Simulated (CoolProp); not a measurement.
Aqueous potassium formate as a coolant, 40 % by mass, freezing at -35.0 °C, 1 atm.

Values from CoolProp's Melinder's fits for secondary coolants.

```csv
T (°C),viscosity (mPa s),density (kg/m³),conductivity (W/(m K)),cp (kJ/(kg K))
-27,8.79,1279,0.462,2.793
-19.6,6.30,1277,0.471,2.807
-12.2,4.73,1275,0.479,2.821
-4.8,3.69,1272,0.488,2.834
2.6,2.98,1269,…,…
10,…,1266,0.505,2.860
17.4,2.11,1263,0.514,2.873
24.8,1.83,…,0.522,2.887
32.3,1.60,1256,…,2.901
```

### Question
Complete the blanks.

### Answer

- 2.6, conductivity (W/(m K)): 0.497
- 2.6, cp (kJ/(kg K)): 2.847
- 10, viscosity (mPa s): 2.48
- 24.8, density (kg/m³): 1260
- 32.3, conductivity (W/(m K)): 0.531
